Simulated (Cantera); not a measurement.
## Low-pressure radical oxidation in H2/O2

An isothermal, constant-pressure homogeneous reactor starts with 0.882 % H2, 99.1 % O2, equivalence ratio 0.0044, at 1300 K and 0.0280 bar.

Cantera simulation using the H2/O2 subset of GRI-Mech 3.0, which has no nitrogen chemistry; the numbers are that mechanism's predictions, not measurements. Radical loss at walls, strong at low pressure, is not modelled.

```
t (s)        x H2   x O2     x H2O      x OH       x H
--------  -------  -----  --------  --------  --------
4.00e-6   0.00882  0.991    <1e-12  5.29e-11  3.33e-10
2.51e-5   0.00882  0.991  8.26e-11   1.32e-9   1.15e-9
0.000157  0.00882  0.991   7.44e-9   1.71e-8   3.04e-9
0.000986  0.00882  0.991   2.07e-6   1.53e-6   1.76e-7
0.00619   3.39e-5  0.983   0.00820  0.000921  0.000260
0.0388    2.12e-5  0.986   0.00837  0.000749  0.000141
0.243     4.65e-6  0.990   0.00867  0.000352   1.41e-5
1.53      2.79e-7  0.991   0.00882   8.68e-5   2.07e-7
9.57      1.71e-8  0.991   0.00885   2.16e-5   3.17e-9
60.0      4.69e-9  0.991   0.00885   1.13e-5  4.60e-10
```
x: mole fraction; the columns are a selection and need not sum to one.

Equilibrium at this temperature and pressure: H2 4.64e-9, O2 0.991, H2O 0.00885, OH 1.13e-5, H 4.54e-10 (gas phase only).
